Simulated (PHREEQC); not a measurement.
Make-up at 25 °C: 0.0075 mol HF and 3.9e-05 mol H2SiF6 per kg of water. Closed to the air; pH follows from the charge balance.

Computed with PHREEQC (ion-association model, wateq4f.dat).

Precipitation was switched off in this run.

**Question.** Order these F species by the share of F that they hold, largest first: H2F2, F-, HF, HF2-, SiF6-2.

**Answer.** HF (69 %), F- (25 %), SiF6-2 (3.0 %), H2F2 (1.9 %), HF2- (1.0 %)

The pH is 2.71 and the ionic strength 0.00208 mol/kgw. SiF6-2 is the database's only silicon fluoride.
